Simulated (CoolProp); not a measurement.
Properties of CH3F (R41) along the isobar 4.3 MPa (Tc = 317.3 K, pc = 5.906 MPa, ω = 0.200).

Model: reference Helmholtz-energy equation of state, Lemmon 2006, in CoolProp. It is a short technical equation, of lower accuracy than the large ones.

```json
[
 {"T (K)": "267.3", "phase": "liquid", "Z": "0.09271", "cv (kJ/(kg K))": "1.202", "speed of sound (m/s)": "682.6", "Joule-Thomson coefficient (K/MPa)": "0.1088", "expansivity (1/kK)": "4.441", "fugacity coefficient": "0.3405"},
 {"T (K)": "280.1", "phase": "liquid", "Z": "0.09430", "cv (kJ/(kg K))": "1.210", "speed of sound (m/s)": "590.8", "Joule-Thomson coefficient (K/MPa)": "0.3322", "expansivity (1/kK)": "5.659", "fugacity coefficient": "0.4509"},
 {"T (K)": "292.9", "phase": "liquid", "Z": "0.09835", "cv (kJ/(kg K))": "1.232", "speed of sound (m/s)": "483.7", "Joule-Thomson coefficient (K/MPa)": "0.7546", "expansivity (1/kK)": "8.303", "fugacity coefficient": "0.5752"},
 {"T (K)": "305.7", "phase": "gas", "Z": "0.5473", "cv (kJ/(kg K))": "1.371", "speed of sound (m/s)": "224.5", "Joule-Thomson coefficient (K/MPa)": "14.32", "expansivity (1/kK)": "24.52", "fugacity coefficient": "0.6914"},
 {"T (K)": "318.5", "phase": "gas", "Z": "0.6503", "cv (kJ/(kg K))": "1.218", "speed of sound (m/s)": "250.1", "Joule-Thomson coefficient (K/MPa)": "13.06", "expansivity (1/kK)": "12.23", "fugacity coefficient": "?"},
 {"T (K)": "331.3", "phase": "gas", "Z": "0.7125", "cv (kJ/(kg K))": "1.151", "speed of sound (m/s)": "267.2", "Joule-Thomson coefficient (K/MPa)": "11.87", "expansivity (1/kK)": "8.682", "fugacity coefficient": "0.7668"},
 {"T (K)": "344", "phase": "gas", "Z": "0.7569", "cv (kJ/(kg K))": "1.120", "speed of sound (m/s)": "280.5", "Joule-Thomson coefficient (K/MPa)": "10.81", "expansivity (1/kK)": "6.915", "fugacity coefficient": "0.7943"},
 {"T (K)": "356.8", "phase": "gas", "Z": "0.7913", "cv (kJ/(kg K))": "1.107", "speed of sound (m/s)": "291.8", "Joule-Thomson coefficient (K/MPa)": "?", "expansivity (1/kK)": "5.821", "fugacity coefficient": "0.8177"},
 {"T (K)": "369.6", "phase": "gas", "Z": "?", "cv (kJ/(kg K))": "1.105", "speed of sound (m/s)": "301.7", "Joule-Thomson coefficient (K/MPa)": "8.979", "expansivity (1/kK)": "5.074", "fugacity coefficient": "0.8378"},
 {"T (K)": "382.4", "phase": "gas", "Z": "0.8414", "cv (kJ/(kg K))": "1.112", "speed of sound (m/s)": "310.6", "Joule-Thomson coefficient (K/MPa)": "8.209", "expansivity (1/kK)": "4.526", "fugacity coefficient": "0.8551"},
 {"T (K)": "395.2", "phase": "gas", "Z": "0.8603", "cv (kJ/(kg K))": "?", "speed of sound (m/s)": "318.8", "Joule-Thomson coefficient (K/MPa)": "7.522", "expansivity (1/kK)": "?", "fugacity coefficient": "0.8702"}
]
```

Problem. Complete the blanks.

Solution. 
- 318.5, fugacity coefficient: 0.7334
- 356.8, Joule-Thomson coefficient (K/MPa): 9.842
- 369.6, Z: 0.8188
- 395.2, cv (kJ/(kg K)): 1.123
- 395.2, expansivity (1/kK): 4.105
